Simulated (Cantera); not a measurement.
An adiabatic, constant-pressure homogeneous reactor starts with C3H8 : O2 : N2 = 1 : 3.57 : 13.4 (molar parts), at 1600 K and 293 Torr. Integrator tolerance rtol = 1e-08.

Cantera simulation using GRI-Mech 3.0 (53 species, 325 reactions); the numbers are that mechanism's predictions, not measurements. GRI-Mech 3.0 was tuned for natural gas; its chemistry of propane as a main component is partial and can be far from experiment.

What does this change do: pressure from 293 Torr to 750 Torr?


```json
[
 {"quantity": "time of steepest temperature rise", "before": "80.1 µs", "after": "39.4 µs"},
 {"quantity": "temperature at 0.200 s", "before": "2742 K", "after": "2814 K"},
 {"quantity": "equilibrium temperature", "before": "2742 K", "after": "2814 K"},
 {"quantity": "x(C3H8) at 0.200 s", "before": "<1e-12 (gas-phase equilibrium <1e-12)", "after": "<1e-12 (gas-phase equilibrium <1e-12)"},
 {"quantity": "x(O2) at 0.200 s", "before": "0.00505 (gas-phase equilibrium 0.00505)", "after": "0.00392 (gas-phase equilibrium 0.00392)"},
 {"quantity": "x(OH) at 0.200 s", "before": "0.0159 (gas-phase equilibrium 0.0159)", "after": "0.0144 (gas-phase equilibrium 0.0144)"},
 {"quantity": "x(C2H6) at 0.200 s", "before": "<1e-12 (gas-phase equilibrium <1e-12)", "after": "<1e-12 (gas-phase equilibrium <1e-12)"},
 {"quantity": "x(CH2CO) at 0.200 s", "before": "<1e-12 (gas-phase equilibrium <1e-12)", "after": "<1e-12 (gas-phase equilibrium <1e-12)"}
]
```
